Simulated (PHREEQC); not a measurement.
# Brine (model solution)

A solution holds 2.5 mol/kgw KCl, 0.026 mol/kgw K2SO4 and 0.11 mol/kgw NaCl, at 25 °C. It is in equilibrium with CO2 at log p = 0 (atm). Otherwise closed; pH follows from the charge balance.

All values are PHREEQC results (Pitzer model, pitzer.dat), not measurements.

Precipitation was switched off in this run.

Q: Estimate the pH, density.

A: pH 3.82; density 1.107 g/cm³.

In brines, pH and single-ion activities rest on the MacInnes convention.
